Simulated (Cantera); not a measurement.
An isothermal, constant-pressure homogeneous reactor starts with 64.5 % C₂H₆, 35.5 % N₂, at 1225 K and 10.00 Torr.

Computed with Cantera and GRI-Mech 3.0 (53 species, 325 reactions). GRI-Mech 3.0 stops at C3 and has no aromatics, soot or wall deposition, so with more carbon than oxygen in the feed, carbon stays in small species such as C2H2 where larger ones or solid carbon would form. Radical loss at walls, strong at low pressure, is not modelled.

Question: Predict: x(C₂H₆) at 20.0 s; x(H₂) at 20.0 s; x(C₂H₄) at 20.0 s; x(CH₄) at 20.0 s.

Answer: 
* **x(C₂H₆) at 20.0 s**: 5.14e-5 (gas-phase equilibrium 9.01e-6)
* **x(H₂) at 20.0 s**: 0.431 (gas-phase equilibrium 0.492)
* **x(C₂H₄) at 20.0 s**: 0.0892 (gas-phase equilibrium 0.0121)
* **x(CH₄) at 20.0 s**: 0.0992 (gas-phase equilibrium 0.0703)
